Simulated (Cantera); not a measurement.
Charge: 1 mol CS2, 4.8 mol O2, held at 0.133 bar.

Method: chemical equilibrium by Gibbs-energy minimisation in Cantera with the NASA 1993 tables (ideal gas, pure condensed phases). Candidate condensed phases: C, S; 22 gas species. Rates play no part.

x: gas mole fraction; nothing condenses.

```csv
T (K),x SO3,x SO2,x O2,x CO2,x CO,x O,x SO
600,0.525,0.000646,0.211,0.263,<1e-12,<1e-12,<1e-12
750,0.488,0.0306,0.223,0.259,<1e-12,<1e-12,<1e-12
900,0.269,0.204,0.291,0.236,___,7.96e-12,<1e-12
1050,0.0791,0.354,0.350,0.217,___,1.08e-9,1.78e-11
1200,0.0227,0.399,0.368,0.211,___,4.16e-8,1.48e-9
1350,0.00803,0.410,0.372,0.209,___,7.05e-7,4.39e-8
1500,0.00345,0.414,0.374,0.209,___,6.79e-6,6.51e-7
1650,0.00173,0.415,0.374,0.208,___,4.34e-5,5.89e-6
1800,0.000977,0.416,0.375,0.208,___,0.000204,3.69e-5
1950,0.000603,0.416,0.375,0.207,___,0.000757,0.000174
2100,0.000398,0.415,0.374,0.205,___,0.00233,0.000653
```

Q: Fill in the missing entries.

A: 
- 900, x CO: 1.67e-12
- 1050, x CO: 3.08e-10
- 1200, x CO: 1.66e-8
- 1350, x CO: 3.76e-7
- 1500, x CO: 4.58e-6
- 1650, x CO: 3.52e-5
- 1800, x CO: 0.000192
- 1950, x CO: 0.000799
- 2100, x CO: 0.00269
